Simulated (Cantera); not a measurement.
# Stirred combustor or abatement burner

A perfectly stirred reactor is fed with CH₄ : CO : O₂ : N₂ : H₂O = 1 : 0.043 : 3.89 : 12.1 : 0.12 (molar parts), equivalence ratio 0.52, at 100000 Pa; it is adiabatic with a 525 K inlet, and is followed from long to short residence time, starting on the burning branch (τ in s: 0.024, 0.012, 0.0064, 0.0033, 0.0017, 0.00088, 0.00045, 0.00023, 0.00012, 6.2e-05, 3.2e-05, 1.6e-05, 8.4e-06).

Model: GRI-Mech 3.0 (53 species, 325 reactions), integrated in Cantera.

```tsv
τ (s)	T (K)	x CH₄	x CO	x O₂	x H₂O	x C₂H₂
0.024	1822	2.24e-5	0.000751	0.109	0.122	1.19e-9
0.012	1815	3.49e-5	0.00118	0.109	0.122	1.70e-9
0.0064	1804	5.24e-5	0.00178	0.109	0.121	2.29e-9
0.0033	1789	8.09e-5	0.00274	0.109	0.121	3.13e-9
0.0017	1768	0.000128	0.00418	0.110	0.120	4.42e-9
0.00088	1738	0.000209	0.00634	0.111	0.118	6.75e-9
0.00045	1695	0.000368	0.00977	0.112	0.117	1.21e-8
0.00023	1633	0.000747	0.0154	0.116	0.114	3.00e-8
0.00012	525	0.0583	0.00251	0.227	0.00700	<1e-12
6.2e-5	525	0.0583	0.00251	0.227	0.00700	<1e-12
3.2e-5	525	0.0583	0.00251	0.227	0.00700	<1e-12
1.6e-5	525	0.0583	0.00251	0.227	0.00700	<1e-12
8.4e-6	525	0.0583	0.00251	0.227	0.00700	<1e-12
```
x: mole fraction; the columns are a selection and need not sum to one.
